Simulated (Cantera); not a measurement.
Input: 1 mol Si2Cl6, 0.62 mol HCl, 88 mol H2, equilibrated at 0.180 bar.

These are equilibrium values from Cantera (NASA tables, ideal gas, pure condensed phases), not measurements of a reactor. Candidate condensed phases: Si; 19 gas species. The feed counts by its element totals alone. The tables' values for SiCl3 are old estimates; treat these amounts as uncertain. The numbers say what is thermodynamically allowed, not how fast it happens.

At 1248 K, list the 5 most abundant gas species with their mole fractions, and the condensed phases.

H2 0.948, HCl 0.0402, SiCl2 0.00428, SiCl4 0.00299, SiHCl3 0.00248. Condensed: Si(s).
